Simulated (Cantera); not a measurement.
Cantera run, input and output.

```python
import numpy as np
import cantera as ct

gas = ct.Solution("gri30.yaml")


def delay(T, t_max=10):
    gas.TPX = T, 1300000, {'CH4': 1, 'O2': 2.9, 'N2': 11, 'H2O': 0.37}
    reactor = ct.IdealGasReactor(gas, clone=False)
    net = ct.ReactorNet([reactor])
    net.rtol, net.atol = 1e-8, 1e-16
    while net.time < t_max:
        t_old, T_old = net.time, reactor.T
        net.step()
        if reactor.T > T + 400:  # ignition: a rise of 400 K
            return t_old + (T + 400 - T_old) / (reactor.T - T_old) * (net.time - t_old)
    return np.nan


taus = []
for T in [1075, 1150, 1225, 1300, 1375, 1450, 1525, 1600, 1675]:
    taus.append(delay(T))
    print(f"T0 = {T:6g} K   tau = {taus[-1]:.4e} s")
```

Result:

```
T0 =   1075 K   tau = 1.6199e-02 s
T0 =   1150 K   tau = 5.5723e-03 s
T0 =   1225 K   tau = 2.1772e-03 s
T0 =   1300 K   tau = 9.2843e-04 s
T0 =   1375 K   tau = 4.2225e-04 s
T0 =   1450 K   tau = 2.0223e-04 s
T0 =   1525 K   tau = 1.0129e-04 s
T0 =   1600 K   tau = 5.2910e-05 s
T0 =   1675 K   tau = 2.8846e-05 s
```

Computed with Cantera and GRI-Mech 3.0 (53 species, 325 reactions). The pressure lies above the range GRI-Mech 3.0 was tuned for (to about 10 atm).
